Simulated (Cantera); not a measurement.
## Si2H6 + H2O + H2 (silicon oxide and oxynitride deposition)

A closed system holds: 1 mol Si2H6, 5.8 mol H2O, 28 mol H2, equilibrated at 230 Pa.

Equilibrium computed with Cantera from the NASA thermochemical tables; the gas is ideal and each condensed phase is pure. Candidate condensed phases: H2O, Si, SiO2; 18 gas species. The feed counts by its element totals alone. The tables hold silica as quartz up to 1696 K and as liquid above; real silica turns to tridymite and cristobalite and melts near 1996 K. Kinetics and transport are ignored.

At 650 K the condensed part is SiO2(α-quartz). From 850 K to 1650 K the condensed part is SiO2(β-quartz). At 1850 K the condensed part is SiO2(condensed).

```tsv
T (K)	x H2	x H2O	x SiO	x H	x OH	x SiO2	x O	n SiO2(α-quartz)	n SiO2(β-quartz)	n SiO2(condensed)
650	0.951	0.0489	<1e-12	<1e-12	<1e-12	<1e-12	<1e-12	2.00	0	0
850	0.951	0.0489	<1e-12	4.17e-10	<1e-12	<1e-12	<1e-12	0	2.00	0
1050	0.951	0.0489	<1e-12	1.65e-7	2.71e-11	<1e-12	<1e-12	0	2.00	0
1250	0.951	0.0489	2.36e-9	9.83e-6	5.21e-9	<1e-12	<1e-12	0	2.00	0
1450	0.951	0.0489	3.24e-6	0.000192	2.37e-7	1.81e-10	4.26e-11	0	2.00	0
1650	0.948	0.0496	0.000727	0.00184	4.36e-6	6.87e-8	6.91e-9	0	1.97	0
1850	0.885	0.0759	0.0287	0.0106	6.69e-5	6.72e-6	6.09e-7	0	0	0.907
```
x: gas mole fraction; n: condensed amount in mol.
